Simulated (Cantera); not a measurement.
A Cantera script and what it prints.

```python
import numpy as np
import cantera as ct

gas_names = [...]  # 95 gases of nasa_gas.yaml made of C, F, H
cond_names = """
    C(gr) C6H6(L) C7H8(L) C8H18(L),n-octa
""".split()


# ... load() reads the species with a 1 bar reference pressure and builds the phases ...
atoms = {
    'C2F6': {'C': 2, 'F': 6},
    'H2': {'H': 2},
}
top_T = {'C(gr)': 4500}  # K; cautious upper limits of use, not melting points


# ... equilibrate(T, P, feed) seeds the gas with the atoms and calls Mixture.equilibrate('TP', solver="vcs", rtol=1e-11, max_steps=5000) ...
results = []
feed = {'C2F6': 1, 'H2': 3.6}  # mol
T = 2423  # K
for P in [1, 10, 100, 1000, 10000, 100000]:
    mix = equilibrate(T, P, feed)
    results.append((T, P, feed, dict(zip(mix.species_names, mix.species_moles))))

top = {s: max(r[3][s] / sum(r[3][g] for g in gas_names) for r in results) for s in gas_names}
cols = sorted((s for s in top if top[s] > 1e-06), key=lambda s: -top[s])[:7]
seen = [c for c in cond_names if any(r[3].get(c, 0) > 1e-12 for r in results)]
print("log10 of partial pressures in bar; condensed amounts in mol")
print(f"{'P/Pa':>10s}" + "".join(f"{s[:9]:>10s}" for s in cols + seen))
for T, P, feed, n in results:
    ng = sum(n[g] for g in gas_names)
    print(f"{P:10.4g}" + "".join(f"{np.log10(max(n[s] / ng * P / 1e5, 1e-99)):10.3f}" for s in cols)
          + "".join(f"{n.get(c, 0):10.4g}" for c in seen))
```

It prints:

```
log10 of partial pressures in bar; condensed amounts in mol
      P/Pa        HF         H         F        H2        C3         C        CF     C(gr)
         1    -5.229    -5.582    -5.919    -7.661    -6.841    -7.253    -7.512     1.538
        10    -4.101    -4.768    -5.605    -6.034    -6.841    -7.253    -7.197     1.955
       100    -3.068    -3.978    -5.363    -4.453    -6.841    -7.253    -6.955     1.991
      1000    -2.052    -3.341    -4.983    -3.180    -6.841    -7.253    -6.575     1.992
     1e+04    -1.045    -2.795    -4.522    -2.088    -6.841    -7.253    -6.115     1.991
     1e+05    -0.043    -2.280    -4.034    -1.058    -6.841    -7.253    -5.627     1.991
```

These are equilibrium values from Cantera (NASA tables, ideal gas, pure condensed phases), not measurements of a reactor. The feed counts by its element totals alone.
